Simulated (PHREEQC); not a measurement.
Solution (20 °C): 0.00043 mol/kgw H3BO3 and 0.00075 mol/kgw NH3. Closed to the air; pH follows from the charge balance.

Computed with PHREEQC (ion-association model, wateq4f.dat).

Precipitation was switched off in this run.

Q: Predict the pH, ionic strength.

A: pH 9.56; ionic strength 0.000310 mol/kgw.

Q: In which forms is N present?

A: NH3 59 %, NH4+ 41 % of the N.
